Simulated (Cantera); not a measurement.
Input: 1 mol Si2Cl6, 8.3 mol N2, 17 mol NH3, at 1073.15 K and 10.0 mbar.

Equilibrium computed with Cantera from the NASA thermochemical tables; the gas is ideal and each condensed phase is pure. Candidate condensed phases: NH4Cl, Si, Si3N4; 28 gas species. The feed counts by its element totals alone. Kinetics and transport are ignored.

Base state: H2 0.512, N2 0.352, HCl 0.136, SiCl4 0.000129 (mole fractions); condensed: Si3N4(s).

Question: What changes in the equilibrium state with this change: NH3 from 17 to 0.5 mol?

Answer: 
| species | before | after |
|---|---|---|
| N2 | 0.352 | 0.757 |
| HCl | 0.136 | 0.120 |
| SiCl4 | 0.000129 | 0.111 |
| H2 | 0.512 | 0.0106 |
| SiCl3 | 3.48e-6 | 0.000487 |
| SiCl2 | 1.50e-6 | 3.41e-5 |
| SiHCl3 | 5.96e-6 | 0.000120 |
| Si3N4(s), mol | 0.665 | 0.272 |
The tables' values for SiCl3 are old estimates; treat these amounts as uncertain.
